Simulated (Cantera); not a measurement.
A freely propagating, adiabatic, planar premixed flame of 4.93 % C3H8, 19.0 % O2, 71.5 % N2, 4.59 % CO2, equivalence ratio 1.3, unburnt at 498 K and 140000 Pa; mixture-averaged transport, grid criteria slope 0.08 and curve 0.16, no radiation.

Model: GRI-Mech 3.0 (53 species, 325 reactions), integrated in Cantera. GRI-Mech 3.0 was tuned for natural gas; its chemistry of propane as a main component is partial and can be far from experiment. Burning velocities carry a grid error of a few per cent, more on coarse grids.

x: mole fraction of selected species; z is measured from the peak of heat release.

```tsv
z (mm)	T (K)	u (m/s)	x C3H8	x O2	x CO2	x H2O	x HCN	x NO
-0.768	498	0.717	0.0492	0.189	0.0458	5.27e-5	<1e-8	<1e-8
-0.512	500	0.723	0.0491	0.189	0.0456	0.000519	<1e-8	<1e-8
-0.384	510	0.741	0.0488	0.187	0.0454	…	…	…
-0.256	583	0.856	0.0476	0.178	0.0452	0.0117	2.81e-7	4.43e-7
-0.128	…	1.49	…	…	0.0472	…	…	…
-0.0640	1364	2.15	0.0119	0.0913	0.0523	0.0859	6.01e-6	8.97e-6
0	1728	2.79	0.000393	0.0457	0.0613	0.119	1.15e-5	1.72e-5
0.0640	1909	3.10	4.84e-7	0.0194	0.0716	0.137	1.45e-5	2.98e-5
0.128	1967	3.18	<1e-8	0.00888	0.0801	0.143	1.08e-5	4.14e-5
0.256	2003	3.23	<1e-8	0.00373	0.0891	0.144	3.69e-6	5.23e-5
0.512	2040	3.27	<1e-8	0.00227	0.0931	0.145	5.30e-7	5.81e-5
1.02	2079	3.33	<1e-8	0.00138	0.0940	0.148	3.25e-8	6.17e-5
2.05	2115	3.38	<1e-8	0.000666	0.0946	0.151	<1e-8	6.48e-5
```

Question: What belongs in the gaps?

Answer: 
- -0.384, x H2O: 0.00222
- -0.384, x HCN: 2.66e-8
- -0.384, x NO: 5.29e-8
- -0.128, T (K): 978
- -0.128, x C3H8: 0.0337
- -0.128, x O2: 0.135
- -0.128, x H2O: 0.0512
- -0.128, x HCN: 2.62e-6
- -0.128, x NO: 4.08e-6
